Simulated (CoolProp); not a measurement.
A closed Brayton cycle with carbon dioxide: compressor inlet 316.15 K and 8.8 MPa, high pressure 24.8 MPa, turbine inlet 775 K, compressor efficiency 0.89, turbine efficiency 0.85, recuperator effectiveness 0.95 (on enthalpy, no pinch check). Each further row changes one setting.

The numbers come from the reference Helmholtz-energy equation of state, Span 1996 in CoolProp.

| case | thermal efficiency (%) | net work (kJ/kg) | compressor to turbine work | compressor exit (K) | turbine exit (K) |
|---|---|---|---|---|---|
| as stated | 33.7 | 79.8 | 0.33 | 382.6 | 661.6 |
| turbine inlet 725 K | 31.5 | 70.7 | 0.36 | 382.6 | 615.5 |
| compressor inlet 326.15 K | 32.0 | 69.1 | 0.42 | 408.8 | 661.6 |
| high pressure 21.1 MPa | 32.8 | 70.4 | 0.31 | 372.1 | 678.9 |
| recuperator effectiveness 0.5 | 20.8 | 79.8 | 0.33 | 382.6 | 661.6 |
